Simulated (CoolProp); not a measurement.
Properties of R236FA along the isotherm 369.9 K.

The numbers come from the reference Helmholtz-energy equation of state, Pan 2012 in CoolProp.

```tsv
p (MPa)	phase	cp (kJ/(kg K))	speed of sound (m/s)	isothermal compressibility (1/MPa)	conductivity (mW/(m K))	Prandtl number
0.886	gas	1.034	128.4	1.341	19.4	0.734
1.77	gas	1.430	99.92	1.078	___	0.930
2.66	liquid	1.539	248.6	0.02392	54.2	3.34
3.55	liquid	1.482	271.4	0.01905	55.5	3.32
4.43	liquid	1.444	290.5	___	56.7	3.31
5.32	liquid	1.415	307.6	0.01384	57.7	3.32
6.2	liquid	1.393	322.8	0.01225	58.7	3.33
7.09	liquid	1.375	336.9	0.01100	59.6	3.35
7.98	liquid	1.360	___	___	60.4	3.37
```

Problem. Complete the blanks.

Solution. 
- 1.77, conductivity (mW/(m K)): 22.7
- 4.43, isothermal compressibility (1/MPa): 0.01600
- 7.98, speed of sound (m/s): 350.0
- 7.98, isothermal compressibility (1/MPa): 0.009999

Viscosity comes from a separate model (Huber 2003), an estimate that may be off by 10 % or more. Thermal conductivity comes from a separate model (Huber 2003), an estimate that may be off by 10 % or more.
